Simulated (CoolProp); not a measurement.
A simple Rankine cycle with chloromethane (R40): condensing at 299.15 K, boiler at 1.74 MPa, turbine inlet 347.1 K, turbine efficiency 0.65, pump efficiency 0.6, no recuperator. Each further row changes one setting.

Values from CoolProp's reference Helmholtz-energy equation of state, Thol 2014.

```
case                             thermal efficiency (%)  net work (kJ/kg)  heat in (kJ/kg)  turbine exit temperature (K)  volume ratio over the turbine
-------------------------------  ----------------------  ----------------  ---------------  ----------------------------  -----------------------------
as stated                                           7.2              27.9              390                         299.2                           2.74
turbine inlet 367.1 K                               7.4              30.6              415                         310.6                           2.67
condensing temperature 291.15 K                     8.4              33.9              403                         291.2                           3.42
boiler pressure 1.22 MPa                            5.1              20.7              405                         310.4                           1.92
turbine efficiency 0.55                             6.0              23.3              390                         299.2                           2.78
```

The expansion ends wet for: as stated; condensing temperature 291.15 K; turbine efficiency 0.55.
